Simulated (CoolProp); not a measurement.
Vapour pressure (MPa) of octamethyltrisiloxane (MDM): the reference equation beside estimates from Tc = 292.2 °C, pc = 1.438 MPa, ω = 0.528. Clausius-Clapeyron is anchored at 187.55 °C with a constant enthalpy of vaporisation of 32.03 kJ/mol.

Computed with CoolProp (reference Helmholtz-energy equation of state, Thol 2017).

| T (°C) | reference | Lee-Kesler | Clausius-Clapeyron | van der Waals |
|---|---|---|---|---|
| 149.65 | 0.09403 | 0.09312 | 0.1101 | 0.4004 |
| 168.55 | 0.1514 | ? | ? | 0.4935 |
| 187.55 | 0.2330 | 0.2308 | 0.2330 | 0.5998 |
| 206.45 | 0.3436 | 0.3407 | 0.3239 | 0.7188 |
| 225.35 | 0.4901 | 0.4868 | 0.4391 | 0.8516 |
| 244.25 | 0.6800 | 0.6771 | 0.5823 | 0.9985 |
| 263.25 | ? | ? | 0.7580 | 1.161 |
| 282.15 | ? | 1.237 | 0.9679 | 1.337 |

Problem. Complete the blanks.

Solution. 
- 168.55, Lee-Kesler: 0.1499
- 168.55, Clausius-Clapeyron: 0.1626
- 263.25, reference: 0.9242
- 263.25, Lee-Kesler: 0.9234
- 282.15, reference: 1.235

Absolute difference from the reference over all 8 rows, mean and median: Lee-Kesler 0.6 and 0.8 %, Clausius-Clapeyron 11.8 and 12.4 %, van der Waals 121.6 and 91.5 %.
